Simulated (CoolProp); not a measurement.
Vapour-liquid equilibrium of benzene (1) + n-dodecane (2) at 475.3 K; x and y are mole fractions of (1).

Values from CoolProp's multi-fluid Helmholtz-energy mixture model, Thol 2012 and Lemmon 2004; pair parameters Bell 2016.

### Question
Give the bubble pressure and the first vapour's composition at x = 0.425, 0.5, 0.575. Is there an azeotrope?

### Answer
x = 0.425: 0.5749 MPa, y = 0.912; x = 0.5: 0.6795 MPa, y = 0.932; x = 0.575: 0.7869 MPa, y = 0.947. No azeotrope shows between x = 0.05 and 0.95.

The pair parameters rest on a limited set of measurements; away from them the model extrapolates.
